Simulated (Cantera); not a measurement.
A freely propagating, adiabatic, planar premixed flame of 10.2 % CH₄, 0.500 % CO, 18.8 % O₂, 70.5 % N₂, equivalence ratio 1.1, unburnt at 600 K and 135 Torr; mixture-averaged transport, grid criteria slope 0.08 and curve 0.16, no radiation.

Cantera simulation using GRI-Mech 3.0 (53 species, 325 reactions); the numbers are that mechanism's predictions, not measurements. Burning velocities carry a grid error of a few per cent, more on coarse grids.

Problem. Predict: laminar burning velocity; thermal thickness; peak x(CH₃); peak x(O); peak x(OH).

Solution. 
```json
{
  "laminar_burning_velocity": "179 cm/s",
  "thermal_thickness": "1.47 mm",
  "peak x(CH₃)": "0.00453",
  "peak x(O)": "0.00579",
  "peak x(OH)": "0.0110"
}
```
